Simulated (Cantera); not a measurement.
A perfectly stirred reactor is fed with CH4 : O2 : N2 = 1 : 1.43 : 5.37 (molar parts), equivalence ratio 1.4, at 5.00 bar; it is adiabatic with a 450 K inlet, and is followed from long to short residence time, starting on the burning branch (τ in s: 0.063, 0.022, 0.0074, 0.0025, 0.00087, 0.0003, 0.0001, 3.5e-05, 1.2e-05, 4.1e-06).

Cantera simulation using GRI-Mech 3.0 (53 species, 325 reactions); the numbers are that mechanism's predictions, not measurements.

Q: Predict: blow-out, bracketed by the residence times tried; x(CH4) at τ = 63.0 ms; x(O2) at τ = 63.0 ms; x(CO2) at τ = 63.0 ms; x(OH) at τ = 63.0 ms; x(H) at τ = 63.0 ms; x(CH4) at τ = 0.300 ms; x(O2) at τ = 0.300 ms; x(CO2) at τ = 0.300 ms; x(OH) at τ = 0.300 ms; x(H) at τ = 0.300 ms.

A: 
* **blow-out, bracketed by the residence times tried**: burning at 0.300 ms, out at 0.100 ms
* **x(CH4) at τ = 63.0 ms**: 0.000394
* **x(O2) at τ = 63.0 ms**: 8.59e-5
* **x(CO2) at τ = 63.0 ms**: 0.0447
* **x(OH) at τ = 63.0 ms**: 0.000136
* **x(H) at τ = 63.0 ms**: 0.000393
* **x(CH4) at τ = 0.300 ms**: 0.00650
* **x(O2) at τ = 0.300 ms**: 0.00968
* **x(CO2) at τ = 0.300 ms**: 0.0398
* **x(OH) at τ = 0.300 ms**: 0.000286
* **x(H) at τ = 0.300 ms**: 0.000631
